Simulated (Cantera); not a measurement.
Cantera run:

```python
import numpy as np
import cantera as ct

gas_names = """
    AL ALCL ALCL2 ALCL3 ALH ALN AL2 AL2CL6 CL CL2 H HCL H2 N NH NH2 NH3 N2 N2H2 N2H4
""".split()
cond_names = """
    AL(cr) AL(L) ALCL3(s) ALCL3(L) ALN(s) NH4CL(a) NH4CL(b)
""".split()


# ... load() reads the species with a 1 bar reference pressure and builds the phases ...
atoms = {
    'AlCl3': {'AL': 1, 'CL': 3},
    'N2': {'N': 2},
    'H2': {'H': 2},
}
top_T = {'ALN(s)': 2750}  # K; cautious upper limits of use, not melting points


# ... equilibrate(T, P, feed) seeds the gas with the atoms and calls Mixture.equilibrate('TP', solver="vcs", rtol=1e-11, max_steps=5000) ...
results = []
feed = {'AlCl3': 1, 'N2': 8.9, 'H2': 5.7}  # mol
T = 700  # K
P = 8100  # Pa
mix = equilibrate(T, P, feed)
results.append((T, P, feed, dict(zip(mix.species_names, mix.species_moles))))
x = sorted(zip(gas.X, gas.species_names), reverse=True)
print(f"T = {T:g} K  P = {P:g} Pa  gas = {mix.phase_moles(0):.4g} mol")
print("   x: " + "  ".join(f"{s} {v:.3e}" for v, s in x if v > 0.001))
print("   condensed (mol): " + ("  ".join(f"{mix.phase(i).name} {mix.phase_moles(i):.4g}"
      for i in range(1, mix.n_phases) if mix.phase_moles(i) > 1e-12) or "none"))
```

It prints:

```
T = 700 K  P = 8100 Pa  gas = 15.55 mol
   x: N2 5.570e-01  H2 3.208e-01  HCL 9.100e-02  ALCL3 2.833e-02  AL2CL6 2.813e-03
   condensed (mol): ALN(s) 0.4718
```

Equilibrium computed with Cantera from the NASA thermochemical tables; the gas is ideal and each condensed phase is pure.
